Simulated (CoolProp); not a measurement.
Vapour-liquid equilibrium of ethylbenzene (1) + o-xylene (2) at 1.16 MPa; x and y are mole fractions of (1).

Model: multi-fluid Helmholtz-energy mixture model, Zhou 2012 and Zhou 2012; pair parameters Bell 2016, in CoolProp.

Q: Give the bubble temperature and the first vapour's composition at x = 0.05, 0.65, 0.75. Is there an azeotrope?

A: x = 0.05: 540.4 K, y = 0.055; x = 0.65: 534.3 K, y = 0.674; x = 0.75: 533.3 K, y = 0.768. No azeotrope shows between x = 0.05 and 0.95.

The pair parameters rest on a limited set of measurements; away from them the model extrapolates.
